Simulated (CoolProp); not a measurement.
Vapour-liquid equilibrium of CH2F2 (R32) (1) + R143a (2) at 0.00762 MPa; x and y are mole fractions of (1).

The numbers come from the multi-fluid Helmholtz-energy mixture model, Tillner-Roth 1997 and Lemmon and Jacobsen 2000; pair parameters Bell 2016 in CoolProp.

Problem. Give the bubble temperature and the first vapour's composition at x = 0.05, 0.35, 0.95. Is there an azeotrope?

Solution. x = 0.05: 182.6 K, y = 0.092; x = 0.35: 180.5 K, y = 0.436; x = 0.95: 180.9 K, y = 0.922. y crosses x between x = 0.5 and 0.65: the model has an azeotrope there.

Pair parameters are fitted to limited data, so mixtures are less certain than the pure fluids.
